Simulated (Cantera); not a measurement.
A closed system holds: 1 mol CH₃SiH₃, 0.0078 mol C₃H₈, 66 mol H₂, held at 75.0 Torr.

These are equilibrium values from Cantera (NASA tables, ideal gas, pure condensed phases), not measurements of a reactor. Candidate condensed phases: C, C₆H₆, C₇H₈, C₈H₁₈, Si, SiC; 87 gas species. The feed counts by its element totals alone. Gases not in the tables: Si₂H₆ and higher silanes. Rates play no part.

log p: log10 of the partial pressure in bar; n: condensed amount in mol.

| T (K) | log p H₂ | log p H | log p Si | log p C₂H₂ (acetylene) | n SiC(s) |
|---|---|---|---|---|---|
| 1998 | -1.00 | -3.30 | -5.34 | ? | 0.995 |
| 2048 | -1.00 | -3.15 | -4.98 | ? | 0.989 |
| 2098 | -1.00 | -3.01 | -4.66 | ? | 0.979 |
| 2148 | -1.01 | -2.88 | -4.38 | ? | 0.960 |
| 2198 | -1.01 | -2.76 | -4.12 | ? | 0.927 |
| 2248 | -1.01 | -2.64 | -3.88 | ? | 0.874 |
| 2298 | -1.02 | -2.53 | -3.66 | ? | 0.787 |
| 2348 | -1.02 | -2.42 | -3.45 | ? | 0.647 |
| 2398 | -1.03 | -2.32 | -3.25 | ? | 0.422 |
| 2448 | -1.03 | -2.22 | -3.06 | -3.31 | 0.0622 |
| 2498 | -1.04 | -2.12 | -3.02 | -3.28 | 0 |
| 2548 | -1.05 | -2.04 | -3.00 | -3.28 | 0 |
| 2598 | -1.06 | -1.95 | -2.98 | -3.28 | 0 |

Q: What belongs in the gaps?

A: 
- 1998, log p C₂H₂ (acetylene): -4.72
- 2048, log p C₂H₂ (acetylene): -4.64
- 2098, log p C₂H₂ (acetylene): -4.52
- 2148, log p C₂H₂ (acetylene): -4.37
- 2198, log p C₂H₂ (acetylene): -4.20
- 2248, log p C₂H₂ (acetylene): -4.01
- 2298, log p C₂H₂ (acetylene): -3.83
- 2348, log p C₂H₂ (acetylene): -3.65
- 2398, log p C₂H₂ (acetylene): -3.48
